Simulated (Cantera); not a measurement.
# N2O furnace oxynitridation

An isothermal, constant-pressure homogeneous reactor starts with 24.2 % N2O, 0.702 % H2, 75.1 % N2, at 1200 K and 0.570 bar.

Computed with Cantera and GRI-Mech 3.0 (53 species, 325 reactions). GRI-Mech 3.0 was tuned for natural gas; its chemistry of N2O as a main component is partial and can be far from experiment. The mechanism lacks the step 2 NO + O2 → 2 NO2, which can matter for NO2 below about 1400 K. The temperature is held fixed by assumption; the heat of reaction is taken as removed at once.

```tsv
t (s)	x N2O	x H2	x NO	x O	x HO2
5.00e-6	0.242	0.00702	2.42e-9	1.85e-7	8.41e-12
3.24e-5	0.242	0.00702	8.00e-8	6.94e-7	1.96e-9
0.000210	0.242	0.00698	1.76e-6	8.92e-7	1.66e-7
0.00136	0.241	0.00577	2.96e-5	1.14e-6	1.06e-6
0.00879	0.235	0.000892	0.000132	1.62e-6	1.36e-6
0.0569	0.230	3.09e-6	0.000480	1.68e-6	4.95e-7
0.368	0.204	2.64e-8	0.00263	1.58e-6	1.40e-7
2.39	0.101	1.99e-8	0.0106	1.23e-6	2.89e-8
15.4	0.00450	2.75e-9	0.0157	1.46e-7	5.03e-9
100	6.65e-8	3.41e-10	0.0157	1.04e-8	1.64e-9
```
x: mole fraction; the columns are a selection and need not sum to one.

Equilibrium at this temperature and pressure: N2O 8.30e-9, H2 3.28e-10, NO 0.000148, O 1.08e-8, HO2 1.74e-9 (gas phase only).
